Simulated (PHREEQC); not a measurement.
1 kg of water holding 110 mmol/kgw NaBr and 3.4 mmol/kgw CaSO4 is evaporated at 15 °C; the solids stay in contact with the brine. No CO2 enters from the air. Solids allowed: Glauberite, Gypsum, Anhydrite, Mirabilite, Portlandite, Thenardite. Others were left out.

The series has 19 steps of water left (kg), from 1 to 0.02922.

Computed with PHREEQC (Pitzer model, pitzer.dat).

Task: Which solids form, in which order, and at which step of the series does each first stand?

Result: Gypsum from water left = 0.06417 kg.
